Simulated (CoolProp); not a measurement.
Toluene along the isotherm 346.85 °C: fugacity coefficient from the reference equation and from simpler models built on Tc = 318.6 °C, pc = 41.26 bar, ω = 0.266; each cubic takes its own stable root.

Values from CoolProp's reference Helmholtz-energy equation of state, Lemmon 2006. It is a short technical equation, of lower accuracy than the large ones.

```csv
p (bar),phase,reference,Redlich-Kwong,Soave-Redlich-Kwong
1.3,gas,0.9901,0.9906,0.9909
2.11,gas,0.9840,0.9848,0.9852
3.41,gas,0.9741,0.9755,0.9761
5.5,gas,0.9584,0.9606,0.9616
8.89,gas,0.9332,0.9367,0.9382
14.4,gas,0.8928,0.8982,0.9007
23.2,gas,0.8297,0.8378,0.8419
37.5,gas,0.7299,0.7410,0.7479
60.6,supercritical,0.5693,0.5802,0.5949
97.9,supercritical,0.4100,0.4289,0.4433
158,supercritical,0.3125,0.3362,0.3491
255,supercritical,0.2623,0.2909,0.3031
413,supercritical,0.2556,0.2932,0.3065
```
